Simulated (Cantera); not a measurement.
# MgO + F2 + H2 (oxide etching and cleaning by halides)

A closed system holds: 1 mol MgO, 0.84 mol F2, 1.1 mol H2, equilibrated at 0.510 Torr.

Equilibrium computed with Cantera from the NASA thermochemical tables; the gas is ideal and each condensed phase is pure. Candidate condensed phases: H2O, Mg, MgF2, MgO, Mg(OH)2; 31 gas species. Mutual solubility and eutectic melting of coexisting phases are not modelled. Kinetics and transport are ignored.

From 875 K to 1400 K the condensed part is MgF2(s) + MgO(s). From 1475 K to 1700 K the condensed part is MgO(s).

| T (K) | x HF | x H2O | x H2 | x MgF2 | x H | n MgF2(s) | n MgO(s) |
|---|---|---|---|---|---|---|---|
| 875 | 0.0192 | 0.747 | 0.234 | 2.89e-11 | 9.31e-10 | 0.829 | 0.171 |
| 950 | 0.0607 | 0.710 | 0.229 | 1.89e-9 | 1.02e-8 | 0.806 | 0.194 |
| 1025 | 0.155 | 0.627 | 0.218 | 6.59e-8 | 7.80e-8 | 0.748 | 0.252 |
| 1100 | 0.321 | 0.481 | 0.198 | 1.40e-6 | 4.42e-7 | 0.630 | 0.370 |
| 1175 | 0.531 | 0.296 | 0.174 | 1.98e-5 | 1.96e-6 | 0.443 | 0.557 |
| 1250 | 0.706 | 0.141 | 0.153 | 0.000202 | 7.25e-6 | 0.240 | 0.760 |
| 1325 | 0.800 | 0.0570 | 0.141 | 0.00156 | 2.36e-5 | 0.102 | 0.895 |
| 1400 | 0.833 | 0.0221 | 0.136 | 0.00965 | 6.87e-5 | 0.0238 | 0.958 |
| 1475 | 0.825 | 0.0206 | 0.134 | 0.0206 | 0.000182 | 0 | 0.960 |
| 1550 | 0.810 | 0.0278 | 0.134 | 0.0277 | 0.000442 | 0 | 0.946 |
| 1625 | 0.793 | 0.0364 | 0.133 | 0.0360 | 0.000987 | 0 | 0.929 |
| 1700 | 0.773 | 0.0463 | 0.132 | 0.0452 | 0.00205 | 0 | 0.910 |
x: gas mole fraction; n: condensed amount in mol.
